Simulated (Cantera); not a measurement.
Feed: 1 mol Pb, 0.14 mol H2O, 28 mol CO, held at 973.15 K and 8.40 bar.

Equilibrium computed with Cantera from the NASA thermochemical tables; the gas is ideal and each condensed phase is pure. Candidate condensed phases: C, C6H6, C7H8, C8H18, H2O, Pb, PbO, PbO2, Pb3O4; 113 gas species. Rates play no part.

Base state: CO2 0.702, CO 0.289, H2O 0.00507, H2 0.00336, CH4 1.22e-5 (mole fractions); condensed: C(graphite) + Pb(l).

### Question
What changes in the equilibrium state with this change: temperature from 973.15 K to 1298 K?

### Answer
```csv
species,before,after
CO,0.289,0.954
CO2,0.702,0.0405
H2,0.00336,0.00479
H2O,0.00507,0.000357
Pb,1.05e-6,0.000304
CH4,1.22e-5,1.54e-6
"C(graphite), mol",11.6,0.970
"Pb(l), mol",1.000,0.992
```

### Question
What changes in the equilibrium state with this change: pressure from 8.40 bar to 0.00150 bar?

### Answer
| species | before | after |
|---|---|---|
| CO | 0.289 | 0.984 |
| Pb | 1.05e-6 | 0.00585 |
| CO2 | 0.702 | 0.00493 |
| CH4 | 1.22e-5 | 1.38e-9 |
| H2O | 0.00507 | 1.53e-5 |
| H2 | 0.00336 | 0.00493 |
| C(graphite), mol | 11.6 | 0 |
| Pb(l), mol | 1.000 | 0.834 |

### Question
What changes in the equilibrium state with this change: H2O from 0.14 to 5.3 mol?

### Answer
```tsv
species	before	after
CO2	0.702	0.530
CO	0.289	0.251
H2O	0.00507	0.119
H2	0.00336	0.0909
CH4	1.22e-5	0.00890
C(graphite), mol	11.6	9.60
Pb(l), mol	1.000	1.000
```
